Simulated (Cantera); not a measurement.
Ignition delay

Mixture: CH4 : O2 : N2 = 1 : 2 : 7.52 (molar parts), equivalence ratio 1.0, at 1.00 bar, adiabatic and at constant pressure. Ignition delay is the time to a rise of 400 K.

Computed with Cantera and GRI-Mech 3.0 (53 species, 325 reactions).

```tsv
T0 (K)	delay (ms)
1223	33.2
1323	8.78
1423	2.66
1523	0.937
1623	0.386
1723	0.183
1823	0.0965
1923	0.0555
2023	0.0341
2123	0.0221
```

* **apparent activation energy between 1923 and 2123 K**: 160 kJ/mol
